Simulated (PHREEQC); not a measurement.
## Cooling-tower water

Model water analysis in mg/kgw, 25 °C, pH 6.82, pe 10.7:

```
constituent         mg/kgw
------------------  ------
Na                     437
K                     31.1
Ca                     515
Mg                    64.9
Cl                     735
S(6) as SO4           1420
Alkalinity as HCO3    89.2
Zn                    3.97
Sr                    10.3
Cu(2)                 10.1
B                     6.56
N(5) as NO3          0.414
```

Valence states are taken as typed.

The numbers come from PHREEQC with the ion-association model, wateq4f.dat.

| Property | Value |
|---|---|
| ionic strength | 0.0635 mol/kgw |
| charge-balance error | -0.3 % |

```tsv
species	molality	activity	log γ
Cl-	0.0207	0.0165	-0.099
Na+	0.0186	0.0151	-0.092
SO4-2	0.00998	0.00429	-0.366
Ca+2	0.00930	0.00413	-0.353
CaSO4	0.00348	0.00353	0.006
Mg+2	0.00183	0.000835	-0.341
HCO3-	0.00122	0.000993	-0.089
MgSO4	0.000828	0.000840	0.006
K+	0.000773	0.000616	-0.099
H3BO3	0.000604	0.000613	0.006
NaSO4-	0.000398	0.000324	-0.089
CO2	0.000333	0.000338	0.006
```

This is a speciation only: nothing precipitates in the calculation. The solution is supersaturated, for example in Malachite, Atacamite, so a real one may precipitate; this is no full list. The database's constant for dissolved Cu(OH)2 is higher than later reviews accept.
